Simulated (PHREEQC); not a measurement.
Make-up at 87 °C: 0.0078 mol/kgw CdCl2, 0.0016 mol/kgw NaCl and 0.00081 mol/kgw H2SO4. Closed to the air; pH follows from the charge balance.

Model: ion-association model, wateq4f.dat, run in PHREEQC.

Each row changes one thing in this solution. Precipitation was switched off in this run.

```
case                                      pH  ionic strength (mol/kgw)  Cl- (mol/kgw)  SO4-2 (mol/kgw)  HSO4- (mol/kgw)
--------------------------------------  ----  ------------------------  -------------  ---------------  ---------------
as made                                 2.90                    0.0191         0.0135         0.000431         0.000171
NaCl left out                           2.89                         ?         0.0121         0.000423         0.000170
H2SO4 from 0.00081 to 0.000162 mol/kgw  3.56                    0.0179         0.0134                ?          8.91e-6
CdCl2 left out                          2.90                   0.00349        0.00160                ?         0.000268
0.00015 mol/kgw LiOH added              2.94                    0.0191         0.0135         0.000440         0.000158
0.0002 mol/kgw NaOH added               2.95                    0.0191         0.0135         0.000443         0.000153
```

**Question.** Fill in the missing entries.

**Answer.** 
- NaCl left out, ionic strength (mol/kgw): 0.0178
- H2SO4 from 0.00081 to 0.000162 mol/kgw, SO4-2 (mol/kgw): 0.000102
- CdCl2 left out, SO4-2 (mol/kgw): 0.000538

Away from 25 °C the constants follow the database's enthalpies or fits; those with neither stay at their 25 °C values.
